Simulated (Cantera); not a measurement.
An isothermal, constant-pressure homogeneous reactor starts with CH4 : H2 : N2 = 0.019 : 1 : 0.00057 (molar parts), at 2148 K and 0.0267 bar. Integrator tolerance rtol = 1e-08.

Cantera simulation using GRI-Mech 3.0 (53 species, 325 reactions); the numbers are that mechanism's predictions, not measurements. GRI-Mech 3.0 stops at C3 and has no aromatics, soot or wall deposition, so with more carbon than oxygen in the feed, carbon stays in small species such as C2H2 where larger ones or solid carbon would form. Radical loss at walls, strong at low pressure, is not modelled.

```tsv
quantity	before	after
x(CH4) at 10.0 s	1.60e-5 (gas-phase equilibrium 1.57e-5)	9.60e-7 (gas-phase equilibrium 9.60e-7)
x(H2) at 10.0 s	0.965 (gas-phase equilibrium 0.965)	0.700 (gas-phase equilibrium 0.700)
x(CH3) at 10.0 s	8.07e-6 (gas-phase equilibrium 7.92e-6)	6.80e-6 (gas-phase equilibrium 6.80e-6)
x(C2H2) at 10.0 s	0.00901 (gas-phase equilibrium 0.00861)	0.00724 (gas-phase equilibrium 0.00709)
x(HCN) at 10.0 s	1.31e-6 (gas-phase equilibrium 0.000805)	0.000432 (gas-phase equilibrium 0.000727)
```

Name the change that produced these shifts.
A) temperature 2148 to 2698 K
B) temperature 2148 to 1250 K
C) N2 0.00057 to 0.0004 parts
D) temperature 2148 to 1625 K

A, temperature 2148 to 2698 K
